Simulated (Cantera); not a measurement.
Feed: 1 mol HMDSO, 1.4 mol NO, 0.17 mol H2, at 10.0 mbar.

Equilibrium computed with Cantera from the NASA thermochemical tables; the gas is ideal and each condensed phase is pure. Candidate condensed phases: C, C6H6, C7H8, C8H18, H2O, Si, SiC, SiO2, Si2N2O, Si3N4; 151 gas species. The feed counts by its element totals alone. Mutual solubility and eutectic melting of coexisting phases are not modelled. The tables hold silica as quartz up to 1696 K and as liquid above; real silica turns to tridymite and cristobalite and melts near 1996 K. Kinetics and transport are ignored.

Question: Which condensed phases are stable at each of these points (T (°C)): 527, 627, 727, 827, 927, 1027, 1127, 1227, 1327?

Answer: 
```tsv
T (°C)	condensed phases	Si condensed (%)
527	C(graphite) + SiO2(α-quartz) + Si2N2O(s)	100.0
627	C(graphite) + SiO2(β-quartz) + Si2N2O(s)	100.0
727	C(graphite) + SiO2(β-quartz) + Si2N2O(s)	100.0
827	C(graphite) + SiO2(β-quartz) + Si2N2O(s)	100.0
927	C(graphite) + SiO2(β-quartz) + Si2N2O(s)	100.0
1027	C(graphite) + SiC(s) + SiO2(β-quartz) + Si2N2O(s)	100.0
1127	C(graphite) + SiC(s) + Si2N2O(s)	99.9
1227	C(graphite) + SiC(s)	99.8
1327	C(graphite) + SiC(s)	99.7
```

At 527 °C the condensed part is C(graphite) + SiO2(α-quartz) + Si2N2O(s). From 627 °C to 927 °C the condensed part is C(graphite) + SiO2(β-quartz) + Si2N2O(s). At 1027 °C the condensed part is C(graphite) + SiC(s) + SiO2(β-quartz) + Si2N2O(s). At 1127 °C the condensed part is C(graphite) + SiC(s) + Si2N2O(s). From 1227 °C to 1327 °C the condensed part is C(graphite) + SiC(s).
